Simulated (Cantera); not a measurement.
**BCl₃ + N₂ (boron, boron nitride and boron oxide)**

A closed system holds: 1 mol BCl₃, 27 mol N₂, held at 0.133 bar.

These are equilibrium values from Cantera (NASA tables, ideal gas, pure condensed phases), not measurements of a reactor. Candidate condensed phases: B, BN; 10 gas species. N₂ is the only nitrogen source here; it is nearly inert below about 1500 K, so the nitride shown seldom forms there in practice. The tables' values for BCl₂, BCl are old estimates; treat these amounts as uncertain. Kinetics and transport are ignored.

```json
[
 {"T (K)": "923", "x N₂": "0.964", "x BCl₃": "0.0357", "x Cl": "2.98e-8", "x BCl₂": "3.96e-11", "x BCl": "<1e-12", "x Cl₂": "9.49e-9", "x B": "<1e-12", "n BN(s)": "0"},
 {"T (K)": "1023", "x N₂": "0.964", "x BCl₃": "0.0357", "x Cl": "2.77e-7", "x BCl₂": "1.25e-9", "x BCl": "<1e-12", "x Cl₂": "3.45e-8", "x B": "<1e-12", "n BN(s)": "0"},
 {"T (K)": "1123", "x N₂": "0.964", "x BCl₃": "0.0357", "x Cl": "1.73e-6", "x BCl₂": "2.14e-8", "x BCl": "5.09e-12", "x Cl₂": "9.99e-8", "x B": "<1e-12", "n BN(s)": "0"},
 {"T (K)": "1223", "x N₂": "0.964", "x BCl₃": "0.0357", "x Cl": "8.09e-6", "x BCl₂": "2.28e-7", "x BCl": "2.39e-10", "x Cl₂": "2.44e-7", "x B": "<1e-12", "n BN(s)": "0"},
 {"T (K)": "1323", "x N₂": "0.964", "x BCl₃": "0.0357", "x Cl": "3.00e-5", "x BCl₂": "1.69e-6", "x BCl": "6.22e-9", "x Cl₂": "5.21e-7", "x B": "<1e-12", "n BN(s)": "0.000274"},
 {"T (K)": "1423", "x N₂": "0.964", "x BCl₃": "0.0357", "x Cl": "9.28e-5", "x BCl₂": "9.39e-6", "x BCl": "1.02e-7", "x Cl₂": "1.00e-6", "x B": "<1e-12", "n BN(s)": "0.000796"},
 {"T (K)": "1523", "x N₂": "0.964", "x BCl₃": "0.0356", "x Cl": "0.000248", "x BCl₂": "4.15e-5", "x BCl": "1.15e-6", "x Cl₂": "1.77e-6", "x B": "<1e-12", "n BN(s)": "0.00194"},
 {"T (K)": "1623", "x N₂": "0.964", "x BCl₃": "0.0354", "x Cl": "0.000589", "x BCl₂": "0.000152", "x BCl": "9.52e-6", "x Cl₂": "2.92e-6", "x B": "<1e-12", "n BN(s)": "0.00395"},
 {"T (K)": "1723", "x N₂": "0.963", "x BCl₃": "0.0349", "x Cl": "0.00126", "x BCl₂": "0.000474", "x BCl": "6.14e-5", "x Cl₂": "4.53e-6", "x B": "1.28e-11", "n BN(s)": "0.00629"},
 {"T (K)": "1823", "x N₂": "0.962", "x BCl₃": "0.0338", "x Cl": "0.00247", "x BCl₂": "0.00128", "x BCl": "0.000320", "x Cl₂": "6.60e-6", "x B": "2.79e-10", "n BN(s)": "0.00527"},
 {"T (K)": "1923", "x N₂": "0.959", "x BCl₃": "0.0317", "x Cl": "0.00497", "x BCl₂": "0.00275", "x BCl": "0.00112", "x Cl₂": "1.11e-5", "x B": "3.21e-9", "n BN(s)": "0"},
 {"T (K)": "2023", "x N₂": "0.955", "x BCl₃": "0.0279", "x Cl": "0.0101", "x BCl₂": "0.00470", "x BCl": "0.00274", "x Cl₂": "2.11e-5", "x B": "2.11e-8", "n BN(s)": "0"}
]
```
x: gas mole fraction; n: condensed amount in mol.

From 923 K to 1223 K nothing is condensed. From 1323 K to 1823 K the condensed part is BN(s). From 1923 K to 2023 K nothing is condensed. The main B-bearing gas is BCl₃ throughout.
